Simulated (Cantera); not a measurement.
Input: 1 mol SiHCl3, 81 mol N2, 52 mol H2, equilibrated at 1873 K.

Equilibrium computed with Cantera from the NASA thermochemical tables; the gas is ideal and each condensed phase is pure. Candidate condensed phases: NH4Cl, Si, Si3N4; 28 gas species. Gases not in the tables: Si2H6 and higher silanes. The numbers say what is thermodynamically allowed, not how fast it happens.

What share of the Si ends up in condensed phases as a function of P (Pa), at 5, 36, 260, 1900, 14000, 100000?


| P (Pa) | Si condensed (%) | as |
|---|---|---|
| 5 | 0.0 | - |
| 36 | 0.0 | - |
| 260 | 15.1 | Si(l) |
| 1900 | 59.9 | Si(l) |
| 14000 | 80.9 | Si3N4(s) |
| 100000 | 94.0 | Si3N4(s) |
